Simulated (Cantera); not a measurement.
A freely propagating, adiabatic, planar premixed flame of H2 : O2 : N2 = 1 : 0.455 : 1.71 (molar parts), equivalence ratio 1.1, unburnt at 550 K and 100.0 Torr; mixture-averaged transport, grid criteria slope 0.08 and curve 0.16, no radiation.

Detailed kinetics in Cantera: the H2/O2 subset of GRI-Mech 3.0, which has no nitrogen chemistry. Burning velocities carry a grid error of a few per cent, more on coarse grids.

x: mole fraction of selected species; z is measured from the peak of heat release.

```csv
z (mm),T (K),u (m/s),x H2,x O2,x HO2,x H2O2,x H,x OH
-18.8,550,5.33,0.316,0.144,<1e-8,<1e-8,<1e-8,<1e-8
-12.6,550,5.33,0.316,0.144,<1e-8,<1e-8,<1e-8,<1e-8
-9.42,550,5.33,0.316,0.144,<1e-8,<1e-8,<1e-8,<1e-8
-6.28,550,5.33,0.316,0.144,1.27e-7,<1e-8,3.93e-8,<1e-8
-3.14,556,5.38,0.315,0.144,5.71e-5,6.32e-7,0.000185,2.16e-5
-1.57,(withheld),6.52,0.294,0.140,(withheld),(withheld),(withheld),(withheld)
0,1092,10.1,0.155,0.0928,1.50e-5,6.24e-7,0.0681,0.00294
1.57,1374,12.6,0.0596,0.0339,4.96e-6,7.64e-7,0.0975,0.00784
3.14,1490,13.5,0.0558,0.0276,3.54e-6,6.13e-7,0.0891,0.0101
6.28,1627,14.6,0.0584,0.0246,2.67e-6,3.84e-7,0.0751,0.0127
12.6,1782,15.9,0.0601,0.0214,1.96e-6,2.02e-7,0.0598,0.0153
25.1,1943,17.1,0.0598,0.0179,1.42e-6,1.06e-7,0.0452,0.0172
50.3,2100,18.2,0.0575,0.0143,1.05e-6,6.20e-8,0.0324,0.0179
```

Q: Some entries are withheld; supply them.

A: 
- -1.57, T (K): 681
- -1.57, x HO2: 3.98e-5
- -1.57, x H2O2: 1.38e-6
- -1.57, x H: 0.00760
- -1.57, x OH: 0.000331
